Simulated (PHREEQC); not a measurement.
A solution holds 0.0016 mol H3PO4 and 0.042 mol Na2SO4 per kg of water, at 60 °C. Closed to the air; pH follows from the charge balance.

Equilibrium calculation in PHREEQC: ion-association model, wateq4f.dat.

Precipitation was switched off in this run.

Task: Predict the pH.

Result: pH 3.50.

Task: In which forms is Na present?

Result: Na+ 93 %, NaSO4- 6.7 % of the Na.

H3PO4, which wateq4f.dat lacks, is added to it with the constant of phreeqc.dat. At this temperature some constants are extrapolated from 25 °C, and those without enthalpy data are left unchanged.
